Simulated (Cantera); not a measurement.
## NO annealing gas

An isothermal, constant-pressure homogeneous reactor starts with NO : N2 = 1 : 0.17 (molar parts), at 1523 K and 1.00 bar.

Cantera simulation using GRI-Mech 3.0 (53 species, 325 reactions); the numbers are that mechanism's predictions, not measurements.

| t (s) | x NO | x N2 | x NO2 | x N2O | x O | x O2 |
|---|---|---|---|---|---|---|
| 2.00e-6 | 0.855 | 0.145 | 2.94e-9 | 1.80e-8 | 1.50e-8 | 1.01e-12 |
| 6.54e-6 | 0.855 | 0.145 | 2.46e-8 | 5.88e-8 | 3.42e-8 | 8.52e-12 |
| 2.14e-5 | 0.855 | 0.145 | 1.44e-7 | 1.92e-7 | 4.80e-8 | 5.16e-11 |
| 7.00e-5 | 0.855 | 0.145 | 5.81e-7 | 6.29e-7 | 4.93e-8 | 2.32e-10 |
| 0.000229 | 0.855 | 0.145 | 2.02e-6 | 2.05e-6 | 5.05e-8 | 1.08e-9 |
| 0.000749 | 0.855 | 0.145 | 6.76e-6 | 6.64e-6 | 5.41e-8 | 6.84e-9 |
| 0.00245 | 0.855 | 0.145 | 2.28e-5 | 2.11e-5 | 6.63e-8 | 6.51e-8 |
| 0.00801 | 0.855 | 0.145 | 7.95e-5 | 6.26e-5 | 1.07e-7 | 9.61e-7 |
| 0.0262 | 0.854 | 0.145 | 0.000277 | 0.000153 | 2.32e-7 | 2.09e-5 |
| 0.0857 | 0.853 | 0.146 | 0.000602 | 0.000239 | 4.13e-7 | 0.000350 |
| 0.280 | 0.849 | 0.148 | 0.000735 | 0.000248 | 4.92e-7 | 0.00202 |
| 0.917 | 0.838 | 0.153 | 0.000979 | 0.000241 | 6.45e-7 | 0.00749 |
| 3.00 | 0.803 | 0.171 | 0.00146 | 0.000220 | 9.75e-7 | 0.0246 |
x: mole fraction; the columns are a selection and need not sum to one.

Equilibrium at this temperature and pressure: NO 0.00167, N2 0.572, NO2 1.18e-5, N2O 8.65e-8, O 3.63e-6, O2 0.427 (gas phase only).
